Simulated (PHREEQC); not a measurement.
A solution holds 15 mmol/kgw FeCl3, 30 mmol/kgw CaCl2 and 0.31 mmol/kgw Na2SO4, at 25 °C. Closed to the air; pH follows from the charge balance.

Computed with PHREEQC (ion-association model, phreeqc.dat).

```json
{
 "pH": "2.30",
 "ionic_strength": "0.160 mol/kgw",
 "density": "1.002 g/cm³",
 "total_alkalinity": "-30.0 meq/kg"
}
```

| species | molality | activity | log γ |
|---|---|---|---|
| Cl- | 0.0997 | 0.0730 | -0.135 |
| Ca+2 | 0.0300 | 0.0103 | -0.466 |
| H+ | 0.00616 | 0.00497 | -0.093 |
| Fe+3 | 0.00418 | 0.000603 | -0.841 |
| FeCl+2 | 0.00413 | 0.00133 | -0.492 |
| FeOH+2 | 0.00243 | 0.000782 | -0.492 |
| Fe2(OH)2+4 | 0.00143 | 1.65e-5 | -1.938 |
| Na+ | 0.000620 | 0.000471 | -0.120 |
| FeCl2+ | 0.000576 | 0.000434 | -0.123 |
| Fe3(OH)4+5 | 0.000191 | 1.79e-7 | -3.029 |

This is a speciation only: nothing precipitates in the calculation. Examples of supersaturated solids here: Hematite (slow to form), Goethite (slow to form). Others may be too.
